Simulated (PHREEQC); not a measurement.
1 kg of water holding 0.01 mol/kgw KCl, 0.015 mol/kgw Na2SO4 and 0.13 mol/kgw Na2CO3 is evaporated at 25 °C; the solids stay in contact with the brine. No CO2 enters from the air. Solids allowed: Arcanite, Burkeite, Glaserite, Halite, Kalicinite, Mirabilite, Misenite, Nahcolite, Natron, Sylvite, Thenardite, Trona. Others were left out.

Model: Pitzer model, pitzer.dat, run in PHREEQC.

```csv
water left (kg),ionic strength,water activity,Natron (mol),Burkeite (mol),Glaserite (mol)
1,0.442,0.993,0,0,0
0.8219,0.538,0.992,0,0,0
0.6755,0.655,0.991,0,0,0
0.5552,0.797,0.989,0,0,0
0.4563,0.971,0.986,0,0,0
0.3751,1.18,0.984,0,0,0
0.3083,1.44,0.981,0,0,0
0.2534,1.75,0.977,0,0,0
0.2083,2.13,0.972,0,0,0
0.1712,2.59,0.967,0,0,0
0.1407,3.16,0.960,0,0,0
0.1157,3.84,0.952,0,0,0
0.09507,4.67,0.942,0,0,0
0.07814,5.69,0.929,0,0,0
0.06423,6.92,0.913,0,0,0
0.05281,8.42,0.890,0,0,0
0.03965,9.64,0.869,0.0209,0,0
0.02454,10.6,0.849,0.0619,0,0
0.01258,13.1,0.791,0.0931,0,7.13e-5
0.004067,13.6,0.711,0.111,0.00499,0.00178
```

Natron from water left = 0.03965 kg (pH 12.00); Glaserite from water left = 0.01258 kg (pH 12.05); Burkeite from water left = 0.004067 kg (pH 12.08).

Complexes and solids missing from the database can't appear.
